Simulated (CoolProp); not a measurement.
Values from CoolProp's reference Helmholtz-energy equation of state, Lemmon 2016.

**Question.** For R227EA, give the phase and the Z, cp (kJ/(kg K)), Joule-Thomson coefficient (K/MPa) at 360 K and 0.7 MPa.

**Answer.** 
- 360 K and 0.7 MPa: gas; Z 0.898, cp 0.948, Joule-Thomson coefficient 10.8
